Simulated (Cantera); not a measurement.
Charge: 1 mol SiO2, a varied amount of CH4, 1.4 mol CO, at 2500 K and 0.0100 bar.

Method: chemical equilibrium by Gibbs-energy minimisation in Cantera with the NASA 1993 tables (ideal gas, pure condensed phases). Candidate condensed phases: C, C6H6, C7H8, C8H18, H2O, Si, SiC, SiO2; 123 gas species. Gases not in the tables: Si2H6 and higher silanes. Kinetics and transport are ignored.

**Question.** Which condensed phases are stable at each of these points (n(CH4) (mol)): 0.32, 0.44, 0.6, 0.82, 1.1, 1.5, 2.1, 2.9?

**Answer.** 
```
n(CH4) (mol)  condensed phases  Si condensed (%)
------------  ----------------  ----------------
0.32                  gas only               0.0
0.44                  gas only               0.0
0.6                   gas only               0.0
0.82                  gas only               0.0
1.1                   gas only               0.0
1.5                   gas only               0.0
2.1                   gas only               0.0
2.9                C(graphite)               0.0
```

From 0.32 mol CH4 to 2.1 mol CH4 nothing is condensed. At 2.9 mol CH4 the condensed part is C(graphite).
